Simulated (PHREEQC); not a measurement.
A column of 0.2 m (40 cells, dispersivity 0.016 m, 720 s a shift, diffusion coefficient 3e-10 m²/s) holds 0.0068 eq of the database's cation exchanger X per kg of pore water, first in equilibrium with 0.00055 mol/kgw BaCl2, 0.00091 mol/kgw PbCl2 and 1e-05 mol/kgw HCl. It is flushed with 3.2 mmol/kgw PbCl2 and 0.01 mmol/kgw HCl, at 40 °C. Values are for the last cell. CO2 from the air is kept out. Nothing may precipitate in this run.

Base run: PHREEQC, ion-association model, phreeqc.dat. Each further column changes one thing. The table gives BaX2 on the exchanger (mol/kgw).

| pore volumes | base | exchange capacity from 0.0068 to 0.0034 eq/kgw | dispersivity from 0.016 to 0.032 m |
|---|---|---|---|
| 0 | 0.00119 | (withheld) | 0.00119 |
| 0.9125 | 0.00116 | (withheld) | 0.00109 |
| 1.663 | 0.000728 | 0.000175 | 0.000631 |
| 2.413 | 0.000299 | (withheld) | 0.000308 |
| 3.312 | 8.32e-5 | 6.30e-6 | (withheld) |
| 4.213 | 2.11e-5 | 9.08e-7 | 4.92e-5 |
| 4.963 | 6.52e-6 | 1.78e-7 | 2.27e-5 |

Q: Some entries are withheld; supply them.

A: 
- 0, exchange capacity from 0.0068 to 0.0034 eq/kgw: 0.000593
- 0.9125, exchange capacity from 0.0068 to 0.0034 eq/kgw: 0.000514
- 2.413, exchange capacity from 0.0068 to 0.0034 eq/kgw: 4.12e-5
- 3.312, dispersivity from 0.016 to 0.032 m: 0.000124

At this temperature some constants are extrapolated from 25 °C, and those without enthalpy data are left unchanged.
